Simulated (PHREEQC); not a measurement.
A solution holds 6.1 mmol/kgw Cu(NO3)2, 0.75 mmol/kgw H2SO4 and 0.23 mmol/kgw FeCl3, at 25 °C. Closed to the air; pH follows from the charge balance.

All values are PHREEQC results (ion-association model, wateq4f.dat), not measurements.

**Question.** The ionic strength comes out as 0.0205 mol/kgw. What activity coefficients do H+, Fe2(OH)2+4, FeSO4+, SO4-2, Cu+2 get?

**Answer.** H+ 0.89, Fe2(OH)2+4 0.11, FeSO4+ 0.87, SO4-2 0.58, Cu+2 0.59.

Precipitation was switched off in this run. Examples of supersaturated solids here: Hematite (slow to form), Goethite (slow to form). Others may be too.
